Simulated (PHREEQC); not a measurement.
Consider water at 20 °C with 0.0046 mol/kgw NaHS, 0.00032 mol/kgw NaOH and 3.3e-05 mol/kgw ZnCl2. Closed to the air; pH follows from the charge balance.

All values are PHREEQC results (ion-association model, phreeqc.dat), not measurements.

```csv
quantity,before,after
pH,10.61,8.87
ionic strength (mol/kgw),0.00494,0.00494
H2S (mol/kgw),1.05e-6,1.85e-5
```

**Question.** What was changed between the two runs?
A. ZnCl2 replaced by (CH3)4NCl at the same molality
B. ZnCl2 replaced by NH4Cl at the same molality
C. temperature from 20 to 35 °C
D. ZnCl2 left out
E. temperature from 20 to 90 °C

**Answer.** E, temperature from 20 to 90 °C

No solid was allowed to form. Some of these states are supersaturated (in Sphalerite (slow to form), for instance). Constants without temperature data keep their 25 °C values here.
